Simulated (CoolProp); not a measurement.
Saturation properties of R21.

Values from CoolProp's reference Helmholtz-energy equation of state, Platzer 1990. This equation is an older, rougher fit; its heat capacities, sound speeds and derivatives of the liquid may be far off and weren't checked against measurements.

```
T (°C)  p (MPa)  liquid density (kg/m³)  vapour density (kg/m³)  enthalpy of vaporisation (kJ/kg)  surface tension (mN/m)
------  -------  ----------------------  ----------------------  --------------------------------  ----------------------
-14.65  0.03693                    1458                   1.801                             251.4                    23.7
11.65    0.1128                    1399                   5.099                             237.9                    19.7
37.95    0.2775                    1336                   11.89                             222.5                    15.9
64.25    0.5826                    1267                   24.20                             205.1                    12.3
90.55     1.087                    1189                   44.90                             185.1                    8.81
116.85    1.855                    1098                   78.89                             161.1                    5.63
143.15    2.962                   984.0                   137.3                             129.7                    2.79
169.45    4.518                   797.0                   268.3                             76.80                   0.492
```

It boils at 8.9 °C under 1 atm.

Surface tension comes from a separate correlation (Mulero 2012).
